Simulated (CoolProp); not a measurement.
Properties of oxygen along the isobar 0.101 MPa.

Computed with CoolProp (reference Helmholtz-energy equation of state, Schmidt 1985).

```
T (K)  phase  speed of sound (m/s)  isothermal compressibility (1/MPa)
-----  -----  --------------------  ----------------------------------
139.6    gas                 224.2                               9.992
152.3    gas                 234.5                               9.971
165      gas                 244.3                               9.956
177.6    gas                 253.6                               9.945
190.3    gas                 262.7                               9.936
203      gas                 271.4                               9.930
215.6    gas                 279.7                               9.924
228.3    gas                 287.9                               9.920
```
